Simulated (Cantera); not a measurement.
Thermodynamics of boron, boron nitride and boron oxide, feed B2H6 + H2 + N2

Charge: 1 mol B2H6, 19 mol H2, 9.3 mol N2.

These are equilibrium values from Cantera (NASA tables, ideal gas, pure condensed phases), not measurements of a reactor. Candidate condensed phases: B, BN; 15 gas species. The feed counts by its element totals alone. N2 is the only nitrogen source here; it is nearly inert below about 1500 K, so the nitride shown seldom forms there in practice. Kinetics and transport are ignored.

Task: Map the stable condensed phases over T = 977, 1077, 1177, 1277, 1377, 1477, 1577, 1677, 1777 °C and P in Pa = 10, 46, 220, 1000, 4600, 22000, 100000.

Result: 
```
T in °C \ P in Pa
             10     46    220   1000   4600  22000 100000
   1777       A      A      B      B      B      B      B
   1677       A      B      B      B      B      B      B
   1577       B      B      B      B      B      B      B
   1477       B      B      B      B      B      B      B
   1377       B      B      B      B      B      B      B
   1277       B      B      B      B      B      B      B
   1177       B      B      B      B      B      B      B
   1077       B      B      B      B      B      B      B
    977       B      B      B      B      B      B      B
```
A: B; B: BN.
